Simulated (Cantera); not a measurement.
Mixture: CH4 : CO : O2 : N2 = 1 : 0.42 : 2.95 : 8 (molar parts), at 1.20 bar, adiabatic and at constant volume. Ignition delay is the time to a rise of 400 K.

Model: GRI-Mech 3.0 (53 species, 325 reactions), integrated in Cantera.

### Question
Predict: delay at 1150 K; delay at 1225 K; delay at 1300 K; delay at 1375 K; delay at 1450 K; delay at 1525 K; apparent activation energy between 1375 and 1525 K.

### Answer
* **delay at 1150 K**: 61.8 ms
* **delay at 1225 K**: 19.6 ms
* **delay at 1300 K**: 6.85 ms
* **delay at 1375 K**: 2.65 ms
* **delay at 1450 K**: 1.14 ms
* **delay at 1525 K**: 0.544 ms
* **apparent activation energy between 1375 and 1525 K**: 180 kJ/mol
